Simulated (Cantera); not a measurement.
Input: 1 mol Cu₂O, a varied amount of C, 0.044 mol CO, at 2600 K and 10.0 mbar.

Cantera equilibrium calculation (NASA polynomials, part measured and part estimated; ideal gas, pure solids and liquids). Candidate condensed phases: C, Cu, CuO, Cu₂O; 15 gas species. Equilibrium is a limit: real reactors are often held back by kinetics, nucleation or transport.

Question: At 0.32 mol C, list the 4 most abundant gas species with their mole fractions, and the condensed phases.

Answer: Cu 0.730, CO 0.0927, O₂ 0.0722, O 0.0626. Condensed: gas only.
